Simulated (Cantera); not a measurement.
# Equilibrium for chemical vapour transport: Al + Cl2 + O2

Feed: 1 mol Al, 1.9 mol Cl2, 0.066 mol O2, equilibrated at 13.3 mbar.

Cantera equilibrium calculation (NASA polynomials, part measured and part estimated; ideal gas, pure solids and liquids). Candidate condensed phases: Al, AlCl3, Al2O3; 17 gas species. The tables' values for AlCl2 are old estimates; treat these amounts as uncertain. Condensed phases not in the tables: AlOCl. The numbers say what is thermodynamically allowed, not how fast it happens.

From 773 K to 1673 K the condensed part is Al2O3(s). The main Al-bearing gas is AlCl3 throughout.

```csv
T (K),log p AlCl3,log p Cl,log p Cl2,log p Al2Cl6,log p AlCl2,log p O2,log p AlOCl,n Al2O3(s)
773,-2.10,-6.46,-2.30,-3.41,<-13,<-13,<-13,0.0440
873,-2.08,-5.51,-2.31,-4.28,<-13,<-13,<-13,0.0440
973,-2.08,-4.75,-2.31,-4.99,-12.85,-12.56,<-13,0.0440
1073,-2.08,-4.13,-2.31,-5.56,-11.35,-10.91,<-13,0.0440
1173,-2.08,-3.61,-2.32,-6.04,-10.10,-9.56,-12.25,0.0440
1273,-2.09,-3.19,-2.35,-6.44,-9.05,-8.46,-10.85,0.0440
1373,-2.10,-2.84,-2.41,-6.79,-8.14,-7.58,-9.67,0.0440
1473,-2.12,-2.57,-2.51,-7.12,-7.34,-6.92,-8.65,0.0440
1573,-2.15,-2.38,-2.69,-7.41,-6.60,-6.51,-7.76,0.0440
1673,-2.18,-2.26,-2.95,-7.67,-5.91,-6.36,-6.99,0.0440
```
log p: log10 of the partial pressure in bar; n: condensed amount in mol.
